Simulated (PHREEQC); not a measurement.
PHREEQC input (Pitzer model, pitzer.dat):

```
SOLUTION 1
  temp 25
  units mol/kgw
  pH 7 charge
  C(4) 0.597
  K 0.7678
  Cl 0.068
  S(6) 0.0029
END
USE solution 1
INCREMENTAL_REACTIONS false
REACTION 1
  H2O -1
  0 9.886 18.011 24.689 30.178 34.689 38.397 41.444
  43.949 46.007 47.699 49.089 50.232 51.172 51.944 52.578
  53.1 53.528 53.88 54.17 54.408 moles
EQUILIBRIUM_PHASES 1
  Arcanite 0 0
  Kalicinite 0 0
  Misenite 0 0
  Sylvite 0 0
SELECTED_OUTPUT 1
  -reset false
  -pH true
  -pe true
  -ionic_strength true
  -water true
  -activities H2O
  -totals C Cl K S
  -molalities H+ K+ Cl- CO3-2 SO4-2 OH- HCO3- CO2 HSO4-
  -equilibrium_phases Arcanite Kalicinite Misenite Sylvite
PRINT
  -reset false
END
```

Selected output (columns that matter, 9 of 21 rows; water left (kg) added in front):

```
water left (kg)	pH	mu	C	Cl	K	S	m_H+	m_K+	m_Cl-	m_CO3-2	la_H2O	Arcanite	Kalicinite	Sylvite
1	8.9911	0.8683	0.597	0.068	0.7678	0.0029	2.0334e-09	0.7678	0.068	0.097605	-0.0096911	0	0	0
0.675514	8.9294	1.2854	0.88377	0.10066	1.1366	0.004293	2.5655e-09	1.1366	0.10066	0.14455	-0.01421	0	0	0
0.375044	8.8437	2.3153	1.5918	0.18131	2.0472	0.0077324	3.588e-09	2.0472	0.18131	0.26038	-0.025242	0	0	0
0.208214	8.8065	4.1699	2.8672	0.32659	3.6876	0.013928	4.4628e-09	3.6876	0.32659	0.46845	-0.044664	0	0	0
0.140649	8.95	5.4408	3.5143	0.48347	4.7286	0.020619	3.4281e-09	4.7286	0.48347	0.69153	-0.056546	0	0.10272	0
0.0950107	9.2485	6.3902	3.5403	0.71571	5.338	0.030523	1.8082e-09	5.338	0.71571	1.0217	-0.0645	0	0.26063	0
0.052744	9.8312	8.8543	3.7329	1.2892	6.9638	0.051275	5.0124e-10	6.9638	1.2892	1.8392	-0.090629	0.00019554	0.40011	0
0.029287	10.61	12.989	4.5915	1.7276	9.6615	0.015161	1.1046e-10	9.6615	1.7276	3.312	-0.14733	0.002456	0.46253	0.017403
0.0197745	11.205	16.775	5.9284	1.018	11.864	0.0059214	4.4284e-11	11.864	1.018	4.9052	-0.20333	0.0027829	0.47977	0.04787
```

Species that the database lacks are ignored.
